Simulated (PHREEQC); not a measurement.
Synthetic water in mg/L, 49 °C, pH 5.97, pe 12.8:

| constituent | mg/L |
|---|---|
| Na | 0.366 |
| K | 0.178 |
| Ca | 0.175 |
| Mg | 0.137 |
| Cl | 0.503 |
| S(6) as SO4 | 0.116 |
| Alkalinity as HCO3 | 1.41 |
| F | 0.00114 |

Valence states are taken as typed.

All values are PHREEQC results (ion-association model, wateq4f.dat), not measurements.

No solid was allowed to form.

Q: Predict the charge-balance error.

A: charge-balance error 0.9 %.

Q: In which forms is C present?

A: CO2 67 %, HCO3- 33 % of the C.

At this temperature some constants are extrapolated from 25 °C, and those without enthalpy data are left unchanged.
